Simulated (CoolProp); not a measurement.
Values from CoolProp's reference Helmholtz-energy equation of state, Thol 2012.

### Question
For benzene, give the phase and the density (kg/m³), fugacity coefficient at 576.8 K and 0.818 MPa.

### Answer
- 576.8 K and 0.818 MPa: gas; density 14.1, fugacity coefficient 0.948
